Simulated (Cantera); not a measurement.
Standard-state values (1 bar) from the NASA 1993 polynomials, evaluated with Cantera. Values are per mole of reaction as written; species without (g) are pure solids or liquids, kept so even where they would boil at 1 bar.

Q: Between 300 and 1848 K, where is each reaction favourable under standard conditions?
- 2 Al + 6 HF(g) ⇌ 2 AlF₃(g) + 3 H₂(g)

A: 
- 2 Al + 6 HF(g) ⇌ 2 AlF₃(g) + 3 H₂(g): ΔG° is -737 kJ at 300 K and -481 kJ at 1848 K; it stays negative (K > 1). ΔH° is -799 kJ and ΔS° -172 J/K at 1848 K.
